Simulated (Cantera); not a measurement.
# Fluorocarbon and chlorocarbon gases: c-C4F8 + H2

A closed system holds: 1 mol c-C4F8, 5.8 mol H2, at 5.10 Pa.

Equilibrium computed with Cantera from the NASA thermochemical tables; the gas is ideal and each condensed phase is pure. Candidate condensed phases: C, C6H6, C7H8, C8H18; 95 gas species. The feed counts by its element totals alone. Kinetics and transport are ignored.

```json
[
 {"T (K)": "600", "x HF": "0.816", "x H": "<1e-12", "x F": "<1e-12", "x H2": "0.183", "x C": "<1e-12", "x C3": "<1e-12", "x C2": "<1e-12", "n C(graphite)": "4.00"},
 {"T (K)": "800", "x HF": "0.816", "x H": "1.74e-10", "x F": "<1e-12", "x H2": "0.184", "x C": "<1e-12", "x C3": "<1e-12", "x C2": "<1e-12", "n C(graphite)": "4.00"},
 {"T (K)": "1000", "x HF": "0.816", "x H": "1.36e-7", "x F": "<1e-12", "x H2": "0.184", "x C": "<1e-12", "x C3": "<1e-12", "x C2": "<1e-12", "n C(graphite)": "4.00"},
 {"T (K)": "1200", "x HF": "0.816", "x H": "1.18e-5", "x F": "9.68e-11", "x H2": "0.184", "x C": "<1e-12", "x C3": "<1e-12", "x C2": "<1e-12", "n C(graphite)": "4.00"},
 {"T (K)": "1400", "x HF": "0.816", "x H": "0.000292", "x F": "1.65e-8", "x H2": "0.183", "x C": "<1e-12", "x C3": "<1e-12", "x C2": "<1e-12", "n C(graphite)": "4.00"},
 {"T (K)": "1600", "x HF": "0.815", "x H": "0.00325", "x F": "7.86e-7", "x H2": "0.182", "x C": "1.23e-11", "x C3": "2.28e-12", "x C2": "<1e-12", "n C(graphite)": "4.00"},
 {"T (K)": "1800", "x HF": "0.808", "x H": "0.0208", "x F": "1.63e-5", "x H2": "0.171", "x C": "4.96e-9", "x C3": "2.25e-9", "x C2": "1.85e-10", "n C(graphite)": "4.00"},
 {"T (K)": "2000", "x HF": "0.782", "x H": "0.0834", "x F": "0.000200", "x H2": "0.134", "x C": "5.97e-7", "x C3": "5.43e-7", "x C2": "4.60e-8", "n C(graphite)": "4.00"},
 {"T (K)": "2200", "x HF": "0.731", "x H": "0.201", "x F": "0.00194", "x H2": "0.0651", "x C": "2.99e-5", "x C3": "4.74e-5", "x C2": "4.14e-6", "n C(graphite)": "3.99"},
 {"T (K)": "2400", "x HF": "0.668", "x H": "0.293", "x F": "0.0181", "x H2": "0.0173", "x C": "0.000779", "x C3": "0.00192", "x C2": "0.000174", "n C(graphite)": "3.91"},
 {"T (K)": "2600", "x HF": "0.471", "x H": "0.357", "x F": "0.102", "x H2": "0.00442", "x C": "0.0122", "x C3": "0.0434", "x C2": "0.00408", "n C(graphite)": "1.82"},
 {"T (K)": "2800", "x HF": "0.194", "x H": "0.445", "x F": "0.241", "x H2": "0.00151", "x C": "0.0542", "x C3": "0.0457", "x C2": "0.0106", "n C(graphite)": "0"}
]
```
x: gas mole fraction; n: condensed amount in mol.

From 600 K to 2600 K the condensed part is C(graphite). At 2800 K nothing is condensed. The main C-bearing gas is CH4 at 600 K and C3 at 2800 K.
